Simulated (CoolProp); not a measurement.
Vapour-liquid equilibrium of C2F6 (R116) (1) + R143a (2) at 271 K; x and y are mole fractions of (1).

The numbers come from the multi-fluid Helmholtz-energy mixture model, Lemmon 2006 and Lemmon and Jacobsen 2000; pair parameters Bell 2016 in CoolProp.

| x | bubble pressure, mixture model (MPa) | bubble pressure, Raoult's law (MPa) | y, mixture model | y, Raoult's law |
|---|---|---|---|---|
| 0.05 | 0.7126 | 0.6373 | 0.197 | 0.137 |
| 0.2 | 1.036 | 0.8117 | 0.481 | 0.429 |
| 0.35 | … | 0.9860 | … | 0.618 |
| 0.5 | 1.431 | 1.160 | 0.693 | 0.750 |
| 0.65 | … | 1.335 | … | 0.848 |
| 0.8 | 1.666 | 1.509 | … | 0.923 |
| 0.95 | … | 1.683 | 0.954 | 0.983 |

**Question.** Some entries are withheld; supply them.

**Answer.** 
- 0.35, bubble pressure, mixture model (MPa): 1.265
- 0.35, y, mixture model: 0.610
- 0.65, bubble pressure, mixture model (MPa): 1.561
- 0.65, y, mixture model: 0.765
- 0.8, y, mixture model: 0.846
- 0.95, bubble pressure, mixture model (MPa): 1.734

The largest gap from Raoult's law is +28.3 % in bubble pressure, at x = 0.35. No azeotrope shows between x = 0.05 and 0.95.

The pair parameters rest on a limited set of measurements; away from them the model extrapolates.
